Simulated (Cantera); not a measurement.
**Low-pressure radical oxidation in H2/O2**

An isothermal, constant-pressure homogeneous reactor starts with H₂ : O₂ : N₂ = 0.4 : 1 : 0.67 (molar parts), equivalence ratio 0.20, at 1275 K and 19.5 Torr.

Detailed kinetics in Cantera: the H2/O2 subset of GRI-Mech 3.0, which has no nitrogen chemistry. Radical loss at walls, strong at low pressure, is not modelled. The temperature is held fixed by assumption; the heat of reaction is taken as removed at once.

| t (s) | x H₂ | x O₂ | x OH | x H₂O₂ | x H |
|---|---|---|---|---|---|
| 9.00e-6 | 0.193 | 0.483 | 5.87e-10 | 1.46e-12 | 5.28e-9 |
| 3.41e-5 | 0.193 | 0.483 | 5.59e-9 | 2.09e-11 | 2.31e-8 |
| 0.000129 | 0.193 | 0.483 | 1.37e-7 | 2.97e-10 | 4.42e-7 |
| 0.000490 | 0.177 | 0.474 | 0.00235 | 5.10e-8 | 0.00774 |
| 0.00186 | 0.0108 | 0.386 | 0.0100 | 4.06e-7 | 0.0571 |
| 0.00704 | 0.00552 | 0.409 | 0.00733 | 5.19e-7 | 0.0174 |
| 0.0267 | 0.000611 | 0.425 | 0.00245 | 3.18e-7 | 0.000575 |
| 0.101 | 3.90e-5 | 0.427 | 0.000623 | 7.95e-8 | 9.33e-6 |
| 0.383 | 4.48e-6 | 0.428 | 0.000214 | 1.93e-8 | 3.75e-7 |
| 1.45 | 7.96e-7 | 0.428 | 9.05e-5 | 5.02e-9 | 2.86e-8 |
| 5.51 | 1.98e-7 | 0.428 | 4.53e-5 | 1.58e-9 | 3.58e-9 |
| 20.9 | 1.14e-7 | 0.428 | 3.43e-5 | 1.03e-9 | 1.57e-9 |
| 79.1 | 1.13e-7 | 0.428 | 3.41e-5 | 1.02e-9 | 1.55e-9 |
| 300 | 1.13e-7 | 0.428 | 3.41e-5 | 1.02e-9 | 1.55e-9 |
x: mole fraction; the columns are a selection and need not sum to one.

Equilibrium at this temperature and pressure: H₂ 1.13e-7, O₂ 0.428, OH 3.41e-5, H₂O₂ 1.02e-9, H 1.55e-9 (gas phase only).
